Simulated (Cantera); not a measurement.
Input: 1 mol Si, 0.011 mol N2O, 270 mol N2, equilibrated at 13.3 mbar.

These are equilibrium values from Cantera (NASA tables, ideal gas, pure condensed phases), not measurements of a reactor. Candidate condensed phases: Si, SiO2, Si2N2O, Si3N4; 16 gas species. The numbers say what is thermodynamically allowed, not how fast it happens.

**Question.** What share of the Si ends up in condensed phases as a function of T (K), at 1625, 1650, 1675, 1700, 1725, 1750, 1775, 1800, 1825, 1850, 1875, 1900?

**Answer.** 
```tsv
T (K)	Si condensed (%)	as
1625	98.9	Si3N4(s)
1650	98.8	Si3N4(s)
1675	98.7	Si3N4(s)
1700	98.5	Si3N4(s)
1725	98.1	Si3N4(s)
1750	97.4	Si3N4(s)
1775	95.9	Si3N4(s)
1800	93.1	Si3N4(s)
1825	87.8	Si3N4(s)
1850	83.2	Si(l)
1875	77.2	Si(l)
1900	68.9	Si(l)
```
